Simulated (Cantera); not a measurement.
A closed system holds: 1 mol CO, 5.2 mol H2O, a varied amount of H2, at 1250 K and 10000 Pa.

Equilibrium computed with Cantera from the NASA thermochemical tables; the gas is ideal and each condensed phase is pure. Candidate condensed phases: C, C6H6, C7H8, C8H18, H2O; 110 gas species. Equilibrium is a limit: real reactors are often held back by kinetics, nucleation or transport.

At 43 mol H2, list the 4 most abundant gas species with their mole fractions, and the condensed phases.

H2 0.875, H2O 0.104, CO 0.0189, CO2 0.00144. Condensed: gas only.
